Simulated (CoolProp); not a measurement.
Saturation properties of oxygen (Tc = -118.6 °C, pc = 5.046 MPa, ω = 0.022).

Values from CoolProp's reference Helmholtz-energy equation of state, Schmidt 1985.

| T (°C) | p (MPa) | liquid cp (kJ/(kg K)) | vapour Z |
|---|---|---|---|
| -161.45 | 0.6099 | 1.823 | 0.8844 |
| -157.95 | 0.7652 | 1.861 | 0.8645 |
| -154.45 | 0.9473 | ? | 0.8427 |
| -150.85 | 1.165 | ? | ? |
| -147.35 | 1.410 | 2.039 | 0.7920 |
| -143.85 | 1.689 | 2.132 | ? |
| -140.25 | 2.015 | 2.259 | 0.7311 |
| -136.75 | ? | 2.430 | 0.6964 |
| -133.25 | 2.776 | 2.682 | 0.6576 |
| -129.75 | 3.225 | ? | ? |
| -126.15 | 3.742 | 3.881 | 0.5595 |

Question: Fill in the missing entries.

Answer: 
- -154.45, liquid cp (kJ/(kg K)): 1.907
- -150.85, liquid cp (kJ/(kg K)): 1.966
- -150.85, vapour Z: 0.8181
- -143.85, vapour Z: 0.7634
- -136.75, p (MPa): 2.373
- -129.75, liquid cp (kJ/(kg K)): 3.087
- -129.75, vapour Z: 0.6134

It boils at -183.0 °C under 1 atm.
